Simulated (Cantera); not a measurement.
A freely propagating, adiabatic, planar premixed flame of CH₄ : CO : O₂ : N₂ = 1 : 0.1 : 1.86 : 8.01 (molar parts), equivalence ratio 1.1, unburnt at 625 K and 7500 Torr; unity-Lewis-number transport, grid criteria slope 0.08 and curve 0.16, no radiation.

Detailed kinetics in Cantera: GRI-Mech 3.0 (53 species, 325 reactions). Unity Lewis numbers drop preferential diffusion, which matters most where H2 and H carry the flame. Burning velocities carry a grid error of a few per cent, more on coarse grids.

x: mole fraction of selected species; z is measured from the peak of heat release.

```json
[
 {"z (mm)": "-0.274", "T (K)": "627", "u (m/s)": "0.334", "x CH₄": "0.0910", "x CO": "0.00917", "x O₂": "0.169", "x H": "<1e-8", "x C₂H₄": "1.74e-6", "x HCN": "2.21e-8"},
 {"z (mm)": "-0.183", "T (K)": "640", "u (m/s)": "0.341", "x CH₄": "0.0903", "x CO": "0.00944", "x O₂": "0.168", "x H": "<1e-8", "x C₂H₄": "1.07e-5", "x HCN": "1.36e-7"},
 {"z (mm)": "-0.137", "T (K)": "673", "u (m/s)": "0.359", "x CH₄": "0.0883", "x CO": "0.0102", "x O₂": "0.165", "x H": "<1e-8", "x C₂H₄": "3.55e-5", "x HCN": "4.52e-7"},
 {"z (mm)": "-0.0913", "T (K)": "(withheld)", "u (m/s)": "0.438", "x CH₄": "(withheld)", "x CO": "(withheld)", "x O₂": "(withheld)", "x H": "<1e-8", "x C₂H₄": "(withheld)", "x HCN": "(withheld)"},
 {"z (mm)": "-0.0457", "T (K)": "1278", "u (m/s)": "0.689", "x CH₄": "0.0498", "x CO": "0.0246", "x O₂": "0.104", "x H": "2.19e-6", "x C₂H₄": "0.000509", "x HCN": "6.54e-6"},
 {"z (mm)": "-0.0228", "T (K)": "1664", "u (m/s)": "0.905", "x CH₄": "0.0242", "x CO": "0.0344", "x O₂": "0.0632", "x H": "5.70e-5", "x C₂H₄": "0.000735", "x HCN": "1.08e-5"},
 {"z (mm)": "0", "T (K)": "2046", "u (m/s)": "1.12", "x CH₄": "0.00288", "x CO": "0.0417", "x O₂": "0.0216", "x H": "0.00140", "x C₂H₄": "0.000200", "x HCN": "1.50e-5"},
 {"z (mm)": "0.0228", "T (K)": "2189", "u (m/s)": "1.19", "x CH₄": "3.71e-5", "x CO": "0.0356", "x O₂": "0.00683", "x H": "0.00270", "x C₂H₄": "8.72e-7", "x HCN": "7.33e-6"},
 {"z (mm)": "0.0457", "T (K)": "2239", "u (m/s)": "1.22", "x CH₄": "(withheld)", "x CO": "(withheld)", "x O₂": "(withheld)", "x H": "(withheld)", "x C₂H₄": "<1e-8", "x HCN": "(withheld)"},
 {"z (mm)": "0.0913", "T (K)": "2282", "u (m/s)": "1.24", "x CH₄": "<1e-8", "x CO": "0.0277", "x O₂": "0.00179", "x H": "0.00127", "x C₂H₄": "<1e-8", "x HCN": "4.12e-7"},
 {"z (mm)": "0.183", "T (K)": "2309", "u (m/s)": "1.25", "x CH₄": "<1e-8", "x CO": "0.0259", "x O₂": "0.000707", "x H": "0.000716", "x C₂H₄": "<1e-8", "x HCN": "4.63e-8"},
 {"z (mm)": "0.365", "T (K)": "2322", "u (m/s)": "1.25", "x CH₄": "<1e-8", "x CO": "0.0252", "x O₂": "0.000279", "x H": "0.000445", "x C₂H₄": "<1e-8", "x HCN": "<1e-8"},
 {"z (mm)": "0.730", "T (K)": "2325", "u (m/s)": "1.26", "x CH₄": "<1e-8", "x CO": "0.0250", "x O₂": "0.000177", "x H": "0.000363", "x C₂H₄": "<1e-8", "x HCN": "<1e-8"}
]
```

**Question.** What belongs in the gaps?

**Answer.** 
- -0.0913, T (K): 818
- -0.0913, x CH₄: 0.0795
- -0.0913, x CO: 0.0135
- -0.0913, x O₂: 0.151
- -0.0913, x C₂H₄: 0.000145
- -0.0913, x HCN: 1.84e-6
- 0.0457, x CH₄: 5.23e-7
- 0.0457, x CO: 0.0309
- 0.0457, x O₂: 0.00375
- 0.0457, x H: 0.00210
- 0.0457, x HCN: 2.33e-6
